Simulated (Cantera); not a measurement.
Mixture: CH4 : H2 : O2 : N2 : CO2 = 1 : 0.58 : 1.35 : 6.87 : 0.39 (molar parts), equivalence ratio 1.7, at 101000 Pa, adiabatic and at constant volume. Ignition delay is the time to a rise of 400 K.

Detailed kinetics in Cantera: GRI-Mech 3.0 (53 species, 325 reactions).

Problem. What does this change do: constant pressure in place of constant volume?

Solution. 
```csv
quantity,before,after
delay at 1248 K,2.29 ms,2.60 ms
delay at 1348 K,1.00 ms,1.13 ms
delay at 1448 K,0.475 ms,0.531 ms
delay at 1548 K,0.246 ms,0.272 ms
apparent activation energy between 1498 and 1598 K,120 kJ/mol,120 kJ/mol
```

Problem. What does this change do: N2 6.87 to 4.4 parts?

Solution. 
```
quantity                                                before       after
--------------------------------------------------  ----------  ----------
delay at 1248 K                                        2.29 ms     1.57 ms
delay at 1348 K                                        1.00 ms    0.696 ms
delay at 1448 K                                       0.475 ms    0.336 ms
delay at 1548 K                                       0.246 ms    0.177 ms
apparent activation energy between 1498 and 1598 K  120 kJ/mol  120 kJ/mol
```
